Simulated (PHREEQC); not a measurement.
Consider water at 25 °C with 0.65 mmol/kgw HF, 13.5 mmol/kgw NaF, 0.0445 mmol/kgw H4SiO4 and 0.9 mmol/kgw H3PO4. Closed to the air; pH follows from the charge balance.

Computed with PHREEQC (ion-association model, phreeqc.dat).

No solid was allowed to form.

Question: Predict the pH, specific conductance.

Answer: pH 4.13; specific conductance 1300 µS/cm.

Question: In which forms is F present?

Answer: F- 88 %, HF 8.7 %, SiF6-2 1.9 %, HF2- 0.8 %, NaF 0.5 % of the F.

SiF6-2 is the database's only silicon fluoride.
